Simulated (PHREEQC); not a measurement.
Dissolve 11 mmol/kgw NiSO4 and 1.5 mmol/kgw H3BO3 at 20 °C. Closed to the air; pH follows from the charge balance.

All values are PHREEQC results (ion-association model, wateq4f.dat), not measurements.

Each row changes one thing in this solution. Precipitation was switched off in this run.

```json
[
 {"case": "as made", "pH": "6.02", "ionic strength (mol/kgw)": "0.0315", "SO4-2 (mol/kgw)": "0.00787", "H2BO3- (mol/kgw)": "9.97e-7", "HSO4- (mol/kgw)": "4.05e-7"},
 {"case": "0.0074 mol/kgw HNO3 added", "pH": "2.31", "ionic strength (mol/kgw)": "0.0376", "SO4-2 (mol/kgw)": "0.00669", "H2BO3- (mol/kgw)": "1.96e-10", "HSO4- (mol/kgw)": "0.00172"},
 {"case": "temperature from 20 to 70 °C", "pH": "5.66", "ionic strength (mol/kgw)": "0.0294", "SO4-2 (mol/kgw)": "0.00736", "H2BO3- (mol/kgw)": "9.91e-7", "HSO4- (mol/kgw)": "2.87e-6"},
 {"case": "H3BO3 from 0.0015 to 0.003 mol/kgw", "pH": "5.91", "ionic strength (mol/kgw)": "0.0315", "SO4-2 (mol/kgw)": "0.00787", "H2BO3- (mol/kgw)": "1.55e-6", "HSO4- (mol/kgw)": "5.23e-7"},
 {"case": "0.0052 mol/kgw KBr added", "pH": "6.02", "ionic strength (mol/kgw)": "0.0371", "SO4-2 (mol/kgw)": "0.00793", "H2BO3- (mol/kgw)": "1.01e-6", "HSO4- (mol/kgw)": "3.97e-7"},
 {"case": "NiSO4 from 0.011 to 0.11 mol/kgw", "pH": "5.98", "ionic strength (mol/kgw)": "0.234", "SO4-2 (mol/kgw)": "0.0585", "H2BO3- (mol/kgw)": "1.18e-6", "HSO4- (mol/kgw)": "2.07e-6"},
 {"case": "NiSO4 replaced by Rb2SO4 at the same molality", "pH": "6.13", "ionic strength (mol/kgw)": "0.0330", "SO4-2 (mol/kgw)": "0.0110", "H2BO3- (mol/kgw)": "1.28e-6", "HSO4- (mol/kgw)": "4.38e-7"},
 {"case": "diluted 2-fold with water", "pH": "6.13", "ionic strength (mol/kgw)": "0.0171", "SO4-2 (mol/kgw)": "0.00427", "H2BO3- (mol/kgw)": "6.16e-7", "HSO4- (mol/kgw)": "1.89e-7"}
]
```

Species that the database lacks are ignored. In wateq4f.dat the enthalpy of Ni(OH)2 has the wrong sign, so its saturation index can't be trusted away from 25 °C. Constants without temperature data keep their 25 °C values here.
